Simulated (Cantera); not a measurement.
A diamond (100) surface in a fixed gas of H2 with x(CH4) = 0.0038, x(H) = 0.00037, x(CH3) = 0.00034, 14.3 Torr; coverages are run to steady state.

Model: the Harris–Goodwin 1993 mechanism for the reconstructed diamond (100) surface, integrated in Cantera.

One state of this run: growth (µm/h) = 0.162; θ c6HH = 0.493; θ c6H* = 0.0418; θ c6*H = 0.447; θ c6** = 0.0153; θ c6HM = 0.000186. θ: site fractions in the mechanism's names (c6HH fully hydrogenated, c6H* and c6*H radical sites, c6** diradical, c6HM methylated).

Problem. Which value of T (K) does it belong to?
A) 1000
B) 1150
C) 1350
D) 1300

Solution. D, 1300
